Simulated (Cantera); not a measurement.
Standard-state values (1 bar) from the NASA 1993 polynomials, evaluated with Cantera. Values are per mole of reaction as written; species without (g) are pure solids or liquids, kept so even where they would boil at 1 bar.

O(g) + Ti ⇌ TiO(g), with ΔH° = -194.8 kJ and ΔS° = 41.6 J/K at 300 K.

Q: How far is the shortcut ΔG° ≈ ΔH°(300 K) − T·ΔS°(300 K) from the full temperature-dependent value at 1923, 1973, 2023, 2073, 2123, 2173, 2223, 2273, 2323 K?

A: 
```csv
T (K),shortcut (kJ),full (kJ),difference (kJ),difference in log10 K,condensed phases
1923,-274.8,-244.3,-30.5,0.83,Ti(β)
1973,-276.9,-244.6,-32.3,0.86,Ti(l)
2023,-279.0,-244.7,-34.3,0.89,Ti(l)
2073,-281.0,-244.7,-36.3,0.91,Ti(l)
2123,-283.1,-244.8,-38.4,0.94,Ti(l)
2173,-285.2,-244.8,-40.4,0.97,Ti(l)
2223,-287.3,-244.7,-42.6,1.00,Ti(l)
2273,-289.4,-244.6,-44.7,1.03,Ti(l)
2323,-291.4,-244.5,-46.9,1.05,Ti(l)
```
The shortcut ignores heat capacities and the phase changes listed.
